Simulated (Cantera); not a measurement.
Input (Python, Cantera):

```python
import numpy as np
import cantera as ct

gas = ct.Solution("gri30.yaml")
gas.TPX = 1425, 620000, {'CH4': 1, 'CO2': 2.9, 'H2': 1}
inlet = ct.Reservoir(gas, clone=True)

reactor = ct.IdealGasConstPressureReactor(gas, energy="off", clone=False)
exhaust = ct.Reservoir(gas, clone=True)
tau = [28, 6.7, 1.6, 0.38, 0.091, 0.022, 0.0051][0]
for a, b in ((inlet, reactor), (reactor, exhaust)):
    ct.MassFlowController(a, b, mdot=lambda t: reactor.mass / tau)
net = ct.ReactorNet([reactor])
show = ['CH4', 'CO2', 'H2', 'C2H4', 'O']

rows = []
print(f"{'tau/s':>10s}{'T/K':>9s}" + "".join(f"{s:>11s}" for s in show))
for tau in [28, 6.7, 1.6, 0.38, 0.091, 0.022, 0.0051]:
    net.initial_time = 0.0
    net.advance(30 * tau)
    before = gas.X
    net.advance(40 * tau)
    drift = np.max(np.abs(gas.X - before) / (gas.X + 1e-9))
    rows.append([gas.T, *gas[show].X, drift])
    print(f"{tau:10.3e}{gas.T:9.1f}" + "".join(f"{x:11.3e}" for x in gas[show].X))
```

Output:

```
     tau/s      T/K        CH4        CO2         H2       C2H4          O
 2.800e+01   1425.0  7.474e-02  2.334e-01  1.358e-01  6.518e-03  1.188e-13
 6.700e+00   1425.0  8.780e-02  2.835e-01  1.107e-01  9.909e-03  9.975e-14
 1.600e+00   1425.0  1.198e-01  3.611e-01  1.039e-01  9.547e-03  7.994e-14
 3.800e-01   1425.0  1.702e-01  4.748e-01  1.348e-01  5.305e-03  5.665e-14
 9.100e-02   1425.0  1.951e-01  5.534e-01  1.774e-01  1.946e-03  3.374e-14
 2.200e-02   1425.0  2.019e-01  5.819e-01  1.967e-01  6.144e-04  2.427e-14
 5.100e-03   1425.0  2.036e-01  5.897e-01  2.024e-01  1.336e-04  1.984e-14
```

Model: GRI-Mech 3.0 (53 species, 325 reactions), integrated in Cantera.
